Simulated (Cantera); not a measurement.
Feed: 1 mol Cu2O, 1.5 mol C, 3.4 mol H2, equilibrated at 1200 °C and 750 Torr.

Equilibrium computed with Cantera from the NASA thermochemical tables; the gas is ideal and each condensed phase is pure. Candidate condensed phases: C, C6H6, C7H8, C8H18, Cu, CuO, Cu(OH)2, Cu2O, H2O; 113 gas species. Rates play no part.

Base state: H2 0.771, CO 0.227, CH4 0.00174, H2O 0.000366, CO2 4.37e-5, H 1.11e-5 (mole fractions); condensed: C(graphite) + Cu(l).

What changes in the equilibrium state with this change: pressure from 750 Torr to 7.50 Torr?


| species | before | after |
|---|---|---|
| H2 | 0.771 | 0.772 |
| CO | 0.227 | 0.227 |
| Cu | 5.19e-6 | 0.000519 |
| CH4 | 0.00174 | 1.75e-5 |
| CO2 | 4.37e-5 | 4.36e-7 |
| H2O | 0.000366 | 3.67e-6 |
| H | 1.11e-5 | 0.000111 |
| C(graphite), mol | 0.494 | 0.500 |
| Cu(l), mol | 2.00 | 2.00 |
